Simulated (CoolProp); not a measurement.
Vapour-liquid equilibrium of n-hexane (1) + n-decane (2) at 341.4 K; x and y are mole fractions of (1).

The numbers come from the multi-fluid Helmholtz-energy mixture model, Thol 2019 and Lemmon 2006; pair parameters Kunz 2012 in CoolProp.

| x | bubble pressure (kPa) | y at the bubble point | dew pressure at overall composition x (kPa) | liquid density (mol/L) |
|---|---|---|---|---|
| 0.05 | 6.774 | 0.672 | 2.447 | 4.947 |
| 0.15 | 15.82 | 0.873 | 2.728 | 5.114 |
| 0.25 | 25.11 | … | 3.081 | 5.292 |
| 0.35 | 34.63 | 0.955 | 3.539 | 5.483 |
| 0.45 | 44.36 | 0.970 | 4.156 | … |
| 0.55 | 54.26 | 0.980 | 5.035 | 5.908 |
| 0.65 | 64.28 | 0.987 | 6.383 | 6.145 |
| 0.75 | … | 0.992 | 8.718 | 6.399 |
| 0.85 | 84.53 | 0.996 | 13.74 | 6.673 |
| 0.95 | … | 0.999 | 32.41 | 6.968 |

### Question
Fill in the missing entries.

### Answer

- 0.25, y at the bubble point: 0.929
- 0.45, liquid density (mol/L): 5.688
- 0.75, bubble pressure (kPa): 74.38
- 0.95, bubble pressure (kPa): 94.73

No azeotrope shows between x = 0.05 and 0.95.

The pair parameters rest on a limited set of measurements; away from them the model extrapolates.
